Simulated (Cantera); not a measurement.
A closed system holds: 1 mol HgO, 17 mol N2, at 100000 Pa.

Method: chemical equilibrium by Gibbs-energy minimisation in Cantera with the NASA 1993 tables (ideal gas, pure condensed phases). Candidate condensed phases: Hg, HgO; 10 gas species. Rates play no part.

x: gas mole fraction; n: condensed amount in mol.

```tsv
T (°C)	x N2	x Hg	x O2	x NO	x NO2	n HgO(s)
300	0.985	0.0100	0.00500	1.50e-9	2.29e-9	0.827
400	0.919	0.0541	0.0270	5.81e-8	3.36e-8	0
500	0.919	0.0541	0.0270	4.80e-7	7.24e-8	0
600	0.919	0.0541	0.0270	2.45e-6	1.31e-7	0
700	0.919	0.0541	0.0270	…	…	0
800	0.919	0.0541	0.0270	2.56e-5	3.09e-7	0
900	0.919	0.0541	0.0270	6.13e-5	4.26e-7	0
1000	0.919	0.0541	0.0270	…	…	0
1100	0.919	0.0541	0.0269	0.000240	7.05e-7	0
1200	0.919	0.0541	0.0268	0.000413	8.62e-7	0
```

Some entries are withheld; supply them.


- 1000, x NO: 0.000128
- 1000, x NO2: 5.59e-7
- 700, x NO: 8.93e-6
- 700, x NO2: 2.10e-7
